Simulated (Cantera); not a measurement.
Feed: 1 mol TiO₂, 20 mol Cl₂, 0.067 mol O₂, at 10.0 Torr.

Method: chemical equilibrium by Gibbs-energy minimisation in Cantera with the NASA 1993 tables (ideal gas, pure condensed phases). Candidate condensed phases: Ti, TiCl₂, TiCl₃, TiCl₄, TiO, TiO₂, Ti₂O₃, Ti₃O₅, Ti₄O₇; 15 gas species. Equilibrium is a limit: real reactors are often held back by kinetics, nucleation or transport.

Over these rows the condensed part is TiO₂(rutile). Partial pressures as log10 of bar:

```csv
T (K),1000/T (1/K),log p TiCl₃,log p Cl,log p Cl₂,log p O₂,log p TiCl₄
1423,0.7027,-7.35,-2.48,-2.01,-3.73,-3.83
1523,0.6566,-6.66,-2.24,-2.14,-3.66,-3.74
1623,0.6161,-6.11,-2.07,-2.35,-3.69,-3.75
1723,0.5804,-5.68,-1.97,-2.62,-3.79,-3.87
1823,0.5485,-5.36,-1.92,-2.94,-3.94,-4.08
1923,0.5200,?,-1.90,-3.27,-4.08,-4.34
```

Problem. Fit log p(TiCl₃) = a + b·(1000/T) to the five rows, give the apparent enthalpy, and predict the row at 1923 K.

Solution. Means: 1000/T = 0.6209, log p = -6.232. Sxy = -0.192806, Sxx = 0.0148708, so b = -12.97 and a = -6.232 − (-12.97)×0.6209 = 1.82.
Apparent enthalpy: −19.145 × (-12.97) = 248 kJ/mol. With the condensed phases at unit activity, TiO₂(rutile) + 3 Cl(g) = TiCl₃(g) + O₂(g) links this pressure to the main gases: over the six rows their terms move log p by +2.09 in all, so the slope isn't that reaction's ΔH° alone. The five rows lie within 0.07 of the line.
Prediction at 1923 K: 1.82 + (-12.97)×0.5200 = -4.92. The computed value is -5.13, 0.21 from the line.
